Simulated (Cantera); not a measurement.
A perfectly stirred reactor is fed with CH4 : CO : O2 : N2 = 1 : 1.1 : 3 : 30 (molar parts), at 0.930 bar; it is adiabatic with a 473 K inlet, and is followed from long to short residence time, starting on the burning branch (τ in s: 0.22, 0.1, 0.049, 0.023, 0.011, 0.0052, 0.0025, 0.0012, 0.00055, 0.00026, 0.00012, 5.9e-05, 2.8e-05).

Cantera simulation using GRI-Mech 3.0 (53 species, 325 reactions); the numbers are that mechanism's predictions, not measurements.

### Question
What does this change do: N2 30 to 42 parts?

### Answer
```csv
quantity,before,after
"blow-out, bracketed by the residence times tried","burning at 5.20 ms, out at 2.50 ms",not reached
x(CH4) at τ = 0.220 s,1.50e-5,0.0212
x(CO) at τ = 0.220 s,0.000699,0.0234
x(O2) at τ = 0.220 s,0.0134,0.0637
x(CO2) at τ = 0.220 s,0.0600,<1e-12
x(CH2CO) at τ = 0.220 s,4.37e-9,<1e-12
x(CH4) at τ = 2.50 ms,0.0285,0.0212
x(CO) at τ = 2.50 ms,0.0313,0.0234
x(O2) at τ = 2.50 ms,0.0855,0.0637
x(CO2) at τ = 2.50 ms,<1e-12,<1e-12
x(CH2CO) at τ = 2.50 ms,<1e-12,<1e-12
state,not reached,not burning at any residence time tried
```
